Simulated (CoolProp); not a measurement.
Vapour-liquid equilibrium of R13 (1) + R113 (2) at 265.4 K; x and y are mole fractions of (1).

Model: multi-fluid Helmholtz-energy mixture model, Platzer 1990 and Marx 1992; pair parameters Bell 2016, in CoolProp. This equation is an older, rougher fit; its heat capacities, sound speeds and derivatives of the liquid may be far off and weren't checked against measurements.

```csv
x,bubble pressure (bar),y at the bubble point,dew pressure at overall composition x (bar),liquid density (mol/L)
0.05,1.147,0.911,0.1073,8.898
0.2,3.965,0.974,0.1275,9.359
0.35,6.395,0.985,0.1570,9.843
0.5,8.551,0.989,0.2042,10.34
0.65,10.56,0.992,0.2918,10.82
0.8,12.59,0.995,0.5110,11.21
0.95,15.04,0.998,2.045,11.33
```

No azeotrope shows between x = 0.05 and 0.95.

The pair parameters rest on a limited set of measurements; away from them the model extrapolates. The gap from Raoult's law changes sign with composition, which may be real or a fault of the pair parameters; it wasn't checked against measurements.
